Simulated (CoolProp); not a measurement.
Ethylbenzene along the isobar 37.6 bar: fugacity coefficient from the reference equation and from simpler models built on Tc = 344.0 °C, pc = 36.22 bar, ω = 0.304; each cubic takes its own stable root.

Values from CoolProp's reference Helmholtz-energy equation of state, Zhou 2012.

```
T (°C)          phase  reference
------  -------------  ---------
173.75         liquid    0.07110
186.15         liquid    0.09076
198.45         liquid     0.1137
210.85         liquid     0.1404
223.25         liquid     0.1708
235.55         liquid     0.2047
247.95         liquid     0.2426
260.35         liquid     0.2842
272.65         liquid     0.3288
285.05         liquid     0.3770
297.35         liquid     0.4275
309.75         liquid     0.4807
322.15         liquid     0.5353
334.45         liquid     0.5899
346.85  supercritical     0.6421
```

Problem. How far does each simpler model (van der Waals, Redlich-Kwong, Soave-Redlich-Kwong, Peng-Robinson) lie from the reference over these 15 states: mean and median of the absolute difference, and the worst?

Solution. 
- van der Waals: mean 80.7 %, median 59.3 %, worst +232.2 % at 173.75 °C and 37.6 bar
- Redlich-Kwong: mean 27.7 %, median 24.0 %, worst +65.5 % at 173.75 °C and 37.6 bar
- Soave-Redlich-Kwong: mean 4.3 %, median 4.4 %, worst +5.0 % at 260.35 °C and 37.6 bar
- Peng-Robinson: mean 0.9 %, median 0.9 %, worst +1.2 % at 247.95 °C and 37.6 bar
